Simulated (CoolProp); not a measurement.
Vapour-liquid equilibrium of R114 (1) + R113 (2) at 97.25 °C; x and y are mole fractions of (1).

Model: multi-fluid Helmholtz-energy mixture model, Platzer 1990 and Marx 1992; pair parameters Bell 2016, in CoolProp. This equation is an older, rougher fit; its heat capacities, sound speeds and derivatives of the liquid may be far off and weren't checked against measurements.

| x | bubble pressure, mixture model (kPa) | bubble pressure, Raoult's law (kPa) | y, mixture model | y, Raoult's law |
|---|---|---|---|---|
| 0.05 | 450.6 | 455.8 | (withheld) | 0.147 |
| 0.15 | 535.6 | 549.2 | 0.325 | 0.367 |
| 0.25 | 622.8 | 642.6 | (withheld) | 0.523 |
| 0.35 | 711.8 | 736.0 | 0.588 | 0.639 |
| 0.45 | 802.5 | 829.4 | 0.681 | 0.729 |
| 0.55 | 894.7 | 922.8 | (withheld) | 0.801 |
| 0.65 | (withheld) | 1016 | (withheld) | 0.859 |
| 0.75 | 1085 | 1110 | (withheld) | 0.908 |
| 0.85 | 1185 | 1203 | 0.930 | 0.949 |
| 0.95 | 1289 | 1296 | 0.977 | 0.984 |

### Question
Fill in the missing entries.

### Answer

- 0.05, y, mixture model: 0.126
- 0.25, y, mixture model: 0.473
- 0.55, y, mixture model: 0.757
- 0.65, bubble pressure, mixture model (kPa): 988.8
- 0.65, y, mixture model: 0.822
- 0.75, y, mixture model: 0.879

The largest gap from Raoult's law is -3.3 % in bubble pressure, at x = 0.35. No azeotrope shows between x = 0.05 and 0.95.

Pair parameters are fitted to limited data, so mixtures are less certain than the pure fluids.
